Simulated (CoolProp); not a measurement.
The fluid at 298.15 K and 0.537 MPa (stagnation) flows isentropically through a choked orifice. The same conditions are run with several fluids, on thermodynamics alone (safety and materials aside).

Model: reference Helmholtz-energy equation of state of each fluid (R407C: Lemmon 2003; ethane: Bücker 2006; R115: Lemmon 2016; nitrogen: Span 2000; fluoroethane (R161): Wu 2012), in CoolProp. Blends and air are pseudo-pure fits.

### Question
Rank R407C, ethane, R115, nitrogen, fluoroethane (R161) by throat to inlet pressure ratio, highest first.

### Answer
R115 (0.600), R407C (0.583), fluoroethane (R161) (0.575), ethane (0.566), nitrogen (0.528)

```csv
fluid,mass flux (kg/(m² s)),throat temperature (K)
R407C,2080,277.5
ethane,1230,270.6
R115,2740,284.8
nitrogen,1240,248.2
fluoroethane (R161),1570,273.0
```
